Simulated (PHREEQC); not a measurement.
A solution holds 0.034 mol H2SO4, 0.001 mol Li2SO4 and 0.0089 mol MnSO4 per kg of water, at 25 °C. Closed to the air; pH follows from the charge balance.

The numbers come from PHREEQC with the Pitzer model, pitzer.dat.

The pH is 1.47, the ionic strength is 0.0918 mol/kgw and the specific conductance is 16700 µS/cm. The density comes out as 1.001 g/cm³, the osmotic coefficient is 0.849 and the total alkalinity is -68.0 meq/kg.

```json
[
 {"species": "H+", "molality": "0.0436", "activity": "0.0343", "log γ": "-0.105"},
 {"species": "HSO4-", "molality": "0.0244", "activity": "0.0187", "log γ": "-0.115"},
 {"species": "SO4-2", "molality": "0.0195", "activity": "0.00573", "log γ": "-0.532"},
 {"species": "Mn+2", "molality": "0.00890", "activity": "0.00258", "log γ": "-0.538"},
 {"species": "Li+", "molality": "0.00200", "activity": "0.00159", "log γ": "-0.101"}
]
```

Precipitation was switched off in this run.
